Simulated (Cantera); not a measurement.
A freely propagating, adiabatic, planar premixed flame of H₂ : O₂ : N₂ = 1 : 0.278 : 1.19 (molar parts), unburnt at 423 K and 4.24 atm; mixture-averaged transport, grid criteria slope 0.08 and curve 0.16, no radiation.

Detailed kinetics in Cantera: the H2/O2 subset of GRI-Mech 3.0, which has no nitrogen chemistry. The hydrogen kinetics of GRI-Mech 3.0 are dated; newer H2 mechanisms differ, most at raised pressure. Burning velocities carry a grid error of a few per cent, more on coarse grids.

Question: Predict: laminar burning velocity; thermal thickness; peak x(O); peak x(H₂O₂); peak x(HO₂).

Answer: 
```json
{
 "laminar_burning_velocity": "445 cm/s",
 "thermal_thickness": "0.0598 mm",
 "peak x(O)": "0.00226",
 "peak x(H₂O₂)": "9.59e-5",
 "peak x(HO₂)": "0.000931"
}
```
